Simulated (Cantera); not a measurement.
An isothermal plug-flow reactor at 1223 K and 2.00 bar (inlet), inlet velocity 3.4 m/s, active area per volume 490 1/m; feed CH₄ : O₂ : N₂ = 0.0086 : 0.01 : 0.79 (molar parts), equivalence ratio 1.7.

Cantera simulation using Deutschmann's 1995 Pt surface mechanism with GRI-Mech 3.0 gas chemistry; the numbers are that mechanism's predictions, not measurements. Catalytic surfaces can have several steady states; this one follows from the mechanism file's or the stated starting coverage. Mass transfer to the wall is taken as infinitely fast.

One state of this run: x CH₄ = 0.00945; x O₂ = 0.0100; x H₂O = 0.00236; x CO₂ = 0.00115; x CO = 2.23e-5; θ free Pt = 0.621; θ H* = 4.35e-6; θ O* = 0.378; θ OH* = 0.000898; θ CO* = 5.91e-5; θ C* = 9.31e-7. x: gas mole fraction; θ: surface coverage.

**Question.** Which value of z (m) does it belong to?
(A) 0.0008
(B) 0.0016
(C) 0.003
(D) 0.042

**Answer.** A, 0.0008
